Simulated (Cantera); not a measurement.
Cantera run:

```python
import numpy as np
import cantera as ct

gas_names = """
    AL ALCL ALCL2 ALCL3 ALH ALO ALOCL ALOH ALO2 ALO2H AL2 AL2CL6 AL2O AL2O2 CL CLO CL2 H HALO HCL HOCL
    HO2 H2 H2O H2O2 O OH O2 O3
""".split()
cond_names = """
    AL(cr) AL(L) ALCL3(s) ALCL3(L) AL2O3(a) AL2O3(L) H2O(s) H2O(L)
""".split()


# ... load() reads the species with a 1 bar reference pressure and builds the phases ...
atoms = {
    'AlCl3': {'AL': 1, 'CL': 3},
    'O2': {'O': 2},
    'H2': {'H': 2},
}
top_T = {}  # K; cautious upper limits of use, not melting points


# ... equilibrate(T, P, feed) seeds the gas with the atoms and calls Mixture.equilibrate('TP', solver="vcs", rtol=1e-11, max_steps=5000) ...
results = []
feed = {'AlCl3': 1, 'O2': 2.5, 'H2': 230}  # mol
P = 190  # Pa
for T in [1673, 1723, 1773, 1823, 1873, 1923, 1973, 2023, 2073, 2123, 2173, 2223]:
    mix = equilibrate(T, P, feed)
    results.append((T, P, feed, dict(zip(mix.species_names, mix.species_moles))))
    x = sorted(zip(gas.X, gas.species_names), reverse=True)
    print(f"T = {T:g} K  P = {P:g} Pa  gas = {mix.phase_moles(0):.4g} mol")
    print("   x: " + "  ".join(f"{s} {v:.3e}" for v, s in x if v > 1e-05))
    print("   condensed (mol): " + ("  ".join(f"{mix.phase(i).name} {mix.phase_moles(i):.4g}"
          for i in range(1, mix.n_phases) if mix.phase_moles(i) > 1e-12) or "none"))
```

Result:

```
T = 1673 K  P = 190 Pa  gas = 231.8 mol
   x: H2 9.694e-01  H2O 1.510e-02  HCL 1.291e-02  H 2.572e-03  CL 2.676e-05
   condensed (mol): AL2O3(a) 0.4999
T = 1723 K  P = 190 Pa  gas = 232 mol
   x: H2 9.679e-01  H2O 1.509e-02  HCL 1.289e-02  H 4.116e-03  CL 4.245e-05
   condensed (mol): AL2O3(a) 0.4998
T = 1773 K  P = 190 Pa  gas = 232.3 mol
   x: H2 9.656e-01  H2O 1.507e-02  HCL 1.285e-02  H 6.413e-03  CL 6.557e-05
   condensed (mol): AL2O3(a) 0.4994
T = 1823 K  P = 190 Pa  gas = 232.6 mol
   x: H2 9.623e-01  H2O 1.505e-02  HCL 1.278e-02  H 9.750e-03  CL 9.881e-05  ALCL 1.212e-05  OH 1.061e-05
   condensed (mol): AL2O3(a) 0.4985
T = 1873 K  P = 190 Pa  gas = 233.2 mol
   x: H2 9.576e-01  H2O 1.503e-02  H 1.449e-02  HCL 1.269e-02  CL 1.454e-04  ALCL 2.793e-05  OH 1.766e-05
   condensed (mol): AL2O3(a) 0.4964
T = 1923 K  P = 190 Pa  gas = 234 mol
   x: H2 9.510e-01  H 2.108e-02  H2O 1.502e-02  HCL 1.255e-02  CL 2.092e-04  ALCL 6.107e-05  OH 2.866e-05
   condensed (mol): AL2O3(a) 0.492
T = 1973 K  P = 190 Pa  gas = 235.1 mol
   x: H2 9.421e-01  H 3.005e-02  H2O 1.505e-02  HCL 1.234e-02  CL 2.940e-04  ALCL 1.265e-04  OH 4.555e-05
   condensed (mol): AL2O3(a) 0.4831
T = 2023 K  P = 190 Pa  gas = 236.6 mol
   x: H2 9.301e-01  H 4.202e-02  H2O 1.513e-02  HCL 1.202e-02  CL 4.034e-04  ALCL 2.475e-04  OH 7.120e-05  AL 1.682e-05  ALOH 1.441e-05
   condensed (mol): AL2O3(a) 0.4658
T = 2073 K  P = 190 Pa  gas = 238.5 mol
   x: H2 9.142e-01  H 5.769e-02  H2O 1.534e-02  HCL 1.157e-02  CL 5.391e-04  ALCL 4.537e-04  OH 1.101e-04  AL 4.806e-05  ALOH 2.878e-05  ALOCL 1.079e-05
   condensed (mol): AL2O3(a) 0.4339
T = 2123 K  P = 190 Pa  gas = 241.1 mol
   x: H2 8.936e-01  H 7.780e-02  H2O 1.574e-02  HCL 1.095e-02  ALCL 7.715e-04  CL 6.997e-04  OH 1.695e-04  AL 1.268e-04  ALOH 5.484e-05  ALOCL 1.833e-05  O 1.047e-05
   condensed (mol): AL2O3(a) 0.3786
T = 2173 K  P = 190 Pa  gas = 244.5 mol
   x: H2 8.674e-01  H 1.031e-01  H2O 1.644e-02  HCL 1.015e-02  ALCL 1.206e-03  CL 8.806e-04  AL 3.071e-04  OH 2.616e-04  ALOH 9.960e-05  ALOCL 2.942e-05  AL2O 2.907e-05  ALO 2.505e-05  O 2.180e-05
   condensed (mol): AL2O3(a) 0.2876
T = 2223 K  P = 190 Pa  gas = 248.9 mol
   x: H2 8.347e-01  H 1.343e-01  H2O 1.752e-02  HCL 9.210e-03  ALCL 1.723e-03  CL 1.075e-03  AL 6.800e-04  OH 4.069e-04  ALOH 1.722e-04  AL2O 7.948e-05  ALO 6.070e-05  O 4.540e-05  ALOCL 4.452e-05  ALO2H 1.537e-05
   condensed (mol): AL2O3(a) 0.1439
```

Equilibrium computed with Cantera from the NASA thermochemical tables; the gas is ideal and each condensed phase is pure. The tables' values for AlOH are old estimates; treat these amounts as uncertain.
